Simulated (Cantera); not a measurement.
An isothermal, constant-pressure homogeneous reactor starts with NH3 : N2 = 1 : 8.9 (molar parts), at 1800 K and 46000 Pa. Integrator tolerance rtol = 1e-08.

Computed with Cantera and the gas-phase N/H chemistry of the illustrative SiF4/NH3 mechanism in the Surface Chemkin manual (1991). Walls and surfaces, which speed up NH3 decomposition in real reactors, are not modelled.

### Question
What does this change do: pressure from 46000 Pa to 9800 Pa?

### Answer
```tsv
quantity	before	after
x(NH3) at 4.00 s	0.00311 (gas-phase equilibrium 6.31e-7)	0.0197 (gas-phase equilibrium 1.34e-7)
x(H2) at 4.00 s	0.133 (gas-phase equilibrium 0.138)	0.111 (gas-phase equilibrium 0.137)
x(N2H4) at 4.00 s	9.60e-11 (gas-phase equilibrium <1e-12)	4.91e-10 (gas-phase equilibrium <1e-12)
x(NH2) at 4.00 s	8.58e-6 (gas-phase equilibrium 2.42e-9)	4.20e-5 (gas-phase equilibrium 1.11e-9)
x(N2) at 4.00 s	0.863 (gas-phase equilibrium 0.862)	0.869 (gas-phase equilibrium 0.862)
x(N) at 4.00 s	9.00e-8 (gas-phase equilibrium 4.99e-11)	2.42e-7 (gas-phase equilibrium 1.08e-10)
```

### Question
What does this change do: NH3 1 to 2.1 parts?

### Answer
| quantity | before | after |
|---|---|---|
| x(NH3) at 4.00 s | 0.00311 (gas-phase equilibrium 6.31e-7) | 0.00679 (gas-phase equilibrium 1.37e-6) |
| x(H2) at 4.00 s | 0.133 (gas-phase equilibrium 0.138) | 0.232 (gas-phase equilibrium 0.240) |
| x(N2H4) at 4.00 s | 9.60e-11 (gas-phase equilibrium <1e-12) | 2.63e-10 (gas-phase equilibrium <1e-12) |
| x(NH2) at 4.00 s | 8.58e-6 (gas-phase equilibrium 2.42e-9) | 1.42e-5 (gas-phase equilibrium 3.96e-9) |
| x(N2) at 4.00 s | 0.863 (gas-phase equilibrium 0.862) | 0.761 (gas-phase equilibrium 0.759) |
| x(N) at 4.00 s | 9.00e-8 (gas-phase equilibrium 4.99e-11) | 8.59e-8 (gas-phase equilibrium 4.68e-11) |
